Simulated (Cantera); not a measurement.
An adiabatic, constant-volume homogeneous reactor starts with H2 : O2 : N2 : NO = 1 : 0.417 : 1.57 : 0.0044 (molar parts), at 1475 K and 10.0 bar. Integrator tolerance rtol = 1e-08.

Detailed kinetics in Cantera: GRI-Mech 3.0 (53 species, 325 reactions). The hydrogen kinetics of GRI-Mech 3.0 are dated; newer H2 mechanisms differ, most at raised pressure. Above 3000 K some thermodynamic fits are extrapolated.

Q: How do the results move with these cheaper or finer settings: rtol 1e-08 to 1e-10; rtol 1e-08 to 0.001?

A: 
```csv
setting,time of steepest temperature rise,temperature at 0.400 s,equilibrium temperature,x(H2) at 0.400 s,integrator steps
as above,1.59 µs,3258 K,3258 K,0.0853,1056
rtol 1e-08 to 1e-10,1.59 µs,3258 K,3258 K,0.0853,1763
rtol 1e-08 to 0.001,1.85 µs,3258 K,3258 K,0.0853,321
```
